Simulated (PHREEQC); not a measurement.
A made-up water analysis in mg/kgw, 50 °C, pH 6.59, pe 8.5: Na 2980; K 122; Ca 190; Mg 143; Cl 4240; S(6) as SO4 1070; Alkalinity as HCO3 532; Li 0.28; F 1.5.

Valence states are taken as typed.

The numbers come from PHREEQC with the ion-association model, phreeqc.dat.

No solid was allowed to form.

Problem. Predict the ionic strength, charge-balance error, specific conductance.

Solution. ionic strength 0.162 mol/kgw; charge-balance error 1.1 %; specific conductance 23100 µS/cm.

Problem. In which forms is S present?

Solution. SO4-2 67 %, NaSO4- 15 %, MgSO4 12 %, CaSO4 5.3 %, KSO4- 0.6 % of the S.

Constants without temperature data keep their 25 °C values here.
